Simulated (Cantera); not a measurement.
A closed system holds: 1 mol MgCO3, 1.1 mol H2O, a varied amount of H2, equilibrated at 1075 °C and 64000 Pa.

Method: chemical equilibrium by Gibbs-energy minimisation in Cantera with the NASA 1993 tables (ideal gas, pure condensed phases). Candidate condensed phases: C, C6H6, C7H8, C8H18, H2O, Mg, MgCO3, MgO, Mg(OH)2; 116 gas species. Kinetics and transport are ignored.

Task: At 0.17 mol H2, list the 4 most abundant gas species with their mole fractions, and the condensed phases.

Result: H2O 0.529, CO2 0.396, CO 0.0445, H2 0.0304. Condensed: MgO(s).
